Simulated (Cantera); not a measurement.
Cantera run, input and output.

```python
import numpy as np
import cantera as ct

gas = ct.Solution("gri30.yaml")
gas.TPX = 1223, 200000, {'CO': 0.016, 'O2': 0.056, 'H2O': 0.00055, 'N2': 1}
inlet = ct.Reservoir(gas, clone=True)

reactor = ct.IdealGasConstPressureReactor(gas, energy="off", clone=False)
exhaust = ct.Reservoir(gas, clone=True)
tau = [7.3, 2.2, 0.67, 0.2, 0.062, 0.019, 0.0058, 0.0018][0]
for a, b in ((inlet, reactor), (reactor, exhaust)):
    ct.MassFlowController(a, b, mdot=lambda t: reactor.mass / tau)
net = ct.ReactorNet([reactor])
show = ['CO', 'O2', 'H2O', 'O', 'HO2', 'CO2']

rows = []
print(f"{'tau/s':>10s}{'T/K':>9s}" + "".join(f"{s:>11s}" for s in show))
for tau in [7.3, 2.2, 0.67, 0.2, 0.062, 0.019, 0.0058, 0.0018]:
    net.initial_time = 0.0
    net.advance(30 * tau)
    before = gas.X
    net.advance(40 * tau)
    drift = np.max(np.abs(gas.X - before) / (gas.X + 1e-9))
    rows.append([gas.T, *gas[show].X, drift])
    print(f"{tau:10.3e}{gas.T:9.1f}" + "".join(f"{x:11.3e}" for x in gas[show].X))
```

Output:

```
     tau/s      T/K         CO         O2        H2O          O        HO2        CO2
 7.300e+00   1223.0  1.495e-04  4.515e-02  5.152e-04  3.211e-06  3.732e-07  1.488e-02
 2.200e+00   1223.0  3.519e-04  4.525e-02  5.144e-04  7.278e-06  6.723e-07  1.468e-02
 6.700e-01   1223.0  7.986e-04  4.546e-02  5.132e-04  1.593e-05  1.109e-06  1.423e-02
 2.000e-01   1223.0  1.769e-03  4.591e-02  5.112e-04  3.373e-05  1.715e-06  1.325e-02
 6.200e-02   1223.0  3.609e-03  4.677e-02  5.081e-04  6.489e-05  2.449e-06  1.139e-02
 1.900e-02   1223.0  6.696e-03  4.822e-02  5.040e-04  1.106e-04  3.241e-06  8.283e-03
 5.800e-03   1223.0  1.051e-02  5.003e-02  5.007e-04  1.514e-04  3.836e-06  4.435e-03
 1.800e-03   1223.0  1.348e-02  5.145e-02  5.017e-04  1.388e-04  3.832e-06  1.447e-03
```

Detailed kinetics in Cantera: GRI-Mech 3.0 (53 species, 325 reactions).
